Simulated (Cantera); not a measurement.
What does this Cantera script print?

```python
import numpy as np
import cantera as ct

gas_names = """
    B BH BH2 BH3 BN BO BO2 B2 B2O B2O2 B2O3 B3O3H3 H HBO HBO2 HNO HNO2 HNO3 HO2 H2 H2O H2O2 H3B3O6 N NH
    NH2 NH3 NH2OH NO NO2 NO3 N2 N2H2 N2H4 N2O O OH O2 O3
""".split()
cond_names = """
    B(b) B(L) BN(s) B2O3(L) B3O3H3(cr) H2O(s) H2O(L)
""".split()


# ... load() reads the species with a 1 bar reference pressure and builds the phases ...
atoms = {
    'B2O3': {'B': 2, 'O': 3},
    'H2O': {'H': 2, 'O': 1},
    'N2': {'N': 2},
}
top_T = {'BN(s)': 3200}  # K; cautious upper limits of use, not melting points


# ... equilibrate(T, P, feed) seeds the gas with the atoms and calls Mixture.equilibrate('TP', solver="vcs", rtol=1e-11, max_steps=5000) ...
results = []
feed = {'B2O3': 1, 'H2O': 4.8, 'N2': 1.1}  # mol
T = 1373.15  # K
P = 100000  # Pa
mix = equilibrate(T, P, feed)
results.append((T, P, feed, dict(zip(mix.species_names, mix.species_moles))))
print(gas.report(threshold=0.0001))
for i in range(1, mix.n_phases):
    print(f"{mix.phase(i).name:16s} {mix.phase_moles(i):12.5e} mol")
```

Result:

```
       temperature   1373.2 K
          pressure   1e+05 Pa
           density   0.18022 kg/m^3
  mean mol. weight   20.576 kg/kmol
   phase of matter   gas

                          1 kg             1 kmol
                     ---------------   ---------------
          enthalpy        -8.093e+06       -1.6652e+08  J
   internal energy       -8.6479e+06       -1.7794e+08  J
           entropy             12254        2.5214e+05  J/K
    Gibbs function        -2.492e+07       -5.1275e+08  J
 heat capacity c_p            2184.8             44954  J/K
 heat capacity c_v            1780.7             36640  J/K

                      mass frac. Y      mole frac. X     chem. pot. / RT
                     ---------------   ---------------   ---------------
              HBO2          0.013458         0.0063199           -87.777
               H2O           0.70271           0.80259           -47.349
            H3B3O6           0.03015         0.0047193           -263.33
                N2           0.25363           0.18628           -27.425
     [  +35 minor]        5.3813e-05        8.3971e-05

B(b)              0.00000e+00 mol
BN(s)             0.00000e+00 mol
B2O3(L)           9.39532e-01 mol
B3O3H3(cr)        0.00000e+00 mol
```

Method: chemical equilibrium by Gibbs-energy minimisation in Cantera with the NASA 1993 tables (ideal gas, pure condensed phases). Gases not in the tables: H3BO3.
